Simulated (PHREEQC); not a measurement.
FeCl3 is added in steps, without added water, to 1 kg of water holding 0.0047 mol/kgw KOH, 3.3e-05 mol/kgw CO2 and 0.0013 mol/kgw (CH3)4NCl, at 25 °C. O2 is buffered at 0.21 atm. CO2 from the air is kept out. Solids allowed: Fe(OH)3(a). Others were left out.

Base run: PHREEQC, ion-association model, wateq4f.dat. Each further column changes one thing. The table gives pH.

```tsv
FeCl3 added (mol)	base	KOH replaced by KCl at the same molality	0.0025 mol/kgw KF added	no solid may form
0	11.63	5.44	11.62	11.63
0.0007833	11.32	3.10	11.32	11.14
0.001567	5.48	2.90	5.83	7.91
0.002742	3.01	2.73	3.81	4.15
0.003525	2.91	2.65	3.31	3.64
0.004308	2.86	2.60	3.11	3.36
0.005092	2.83	2.55	3.00	3.16
0.005875	2.81	2.51	2.93	3.01
0.006658	2.79	2.47	2.88	2.90
0.007833	2.78	2.42	2.84	2.78
0.008617	2.72	2.40	2.82	2.72
0.0094	2.66	2.37	2.81	2.66
```

(CH3)4N+ isn't in the database: it is added as a free cation with an ion size of 4 Å. Fluoro complexes past AlF4- and FeF3 are missing from the database. In at least one series the solution becomes supersaturated in solids that the run did not let form, among them Fe(OH)3(a).
